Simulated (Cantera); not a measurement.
A perfectly stirred reactor is fed with C2H6 : N2 = 1 : 4.7 (molar parts), at 11.3 Torr; it is held at 1925 K, and followed from long to short residence time.

Model: GRI-Mech 3.0 (53 species, 325 reactions), integrated in Cantera. GRI-Mech 3.0 stops at C3 and has no aromatics, soot or wall deposition, so with more carbon than oxygen in the feed, carbon stays in small species such as C2H2 where larger ones or solid carbon would form. Radical loss at walls, strong at low pressure, is not modelled.

### Question
Predict: x(C2H6) at τ = 2.20 s; x(C2H2) at τ = 2.20 s; x(CH2) at τ = 2.20 s; x(H) at τ = 2.20 s; x(H2) at τ = 2.20 s; x(C2H6) at τ = 23.0 ms; x(C2H2) at τ = 23.0 ms; x(CH2) at τ = 23.0 ms; x(H) at τ = 23.0 ms; x(H2) at τ = 23.0 ms.

### Answer
```
Quantity                  Result
----------------------  --------
x(C2H6) at τ = 2.20 s    4.28e-6
x(C2H2) at τ = 2.20 s      0.128
x(CH2) at τ = 2.20 s     8.07e-6
x(H) at τ = 2.20 s       0.00289
x(H2) at τ = 2.20 s        0.254
x(C2H6) at τ = 23.0 ms  0.000410
x(C2H2) at τ = 23.0 ms     0.115
x(CH2) at τ = 23.0 ms    5.43e-5
x(H) at τ = 23.0 ms      0.00299
x(H2) at τ = 23.0 ms       0.219
```
